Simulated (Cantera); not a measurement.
# Premixed flame

A freely propagating, adiabatic, planar premixed flame of H2 : O2 : N2 = 1 : 0.725 : 3.26 (molar parts), equivalence ratio 0.69, unburnt at 525 K and 101000 Pa; mixture-averaged transport, grid criteria slope 0.08 and curve 0.16, no radiation.

Cantera simulation using the H2/O2 subset of GRI-Mech 3.0, which has no nitrogen chemistry; the numbers are that mechanism's predictions, not measurements. Burning velocities carry a grid error of a few per cent, more on coarse grids. Lean hydrogen flames are cellular in practice and burn faster than this planar one.

| z (mm) | T (K) | u (m/s) | x H2 | x O2 | x OH | x H | x H2O2 | x H2O |
|---|---|---|---|---|---|---|---|---|
| -1.28 | 525 | 2.97 | 0.201 | 0.145 | <1e-8 | <1e-8 | <1e-8 | <1e-8 |
| -0.854 | 525 | 2.97 | 0.201 | 0.145 | <1e-8 | <1e-8 | <1e-8 | 1.88e-8 |
| -0.641 | 525 | 2.97 | 0.200 | 0.145 | <1e-8 | <1e-8 | <1e-8 | 3.22e-7 |
| -0.427 | 525 | 2.96 | 0.199 | 0.146 | <1e-8 | <1e-8 | 5.52e-8 | 9.15e-6 |
| -0.214 | 567 | 3.14 | 0.182 | 0.147 | 5.96e-5 | 7.32e-5 | 1.63e-5 | 0.00272 |
| -0.107 | 803 | 4.33 | 0.143 | 0.141 | 0.000649 | 0.00258 | 2.70e-5 | 0.0278 |
| 0 | 1162 | 6.13 | 0.0796 | 0.111 | 0.00228 | 0.0126 | 7.97e-6 | 0.0922 |
| 0.107 | 1423 | 7.45 | 0.0326 | 0.0754 | 0.00590 | 0.0191 | 4.31e-6 | 0.154 |
| 0.214 | 1564 | 8.15 | 0.0175 | 0.0609 | 0.00823 | 0.0171 | 2.48e-6 | 0.178 |
| 0.427 | 1708 | 8.84 | 0.0119 | 0.0550 | 0.00959 | 0.0109 | 1.23e-6 | 0.191 |
| 0.854 | 1827 | 9.40 | 0.00825 | 0.0526 | 0.00932 | 0.00536 | 6.52e-7 | 0.201 |
| 1.71 | 1916 | 9.80 | 0.00464 | 0.0513 | 0.00772 | 0.00199 | 3.76e-7 | 0.209 |
| 3.42 | 1968 | 10.0 | 0.00209 | 0.0509 | 0.00550 | 0.000562 | 2.24e-7 | 0.215 |
x: mole fraction of selected species; z is measured from the peak of heat release.

```
Quantity                    Result
------------------------  --------
laminar burning velocity  297 cm/s
thermal thickness         0.427 mm
peak x(OH)                 0.00967
peak x(H)                   0.0191
peak x(H2O2)               3.01e-5
grid points                    113
```
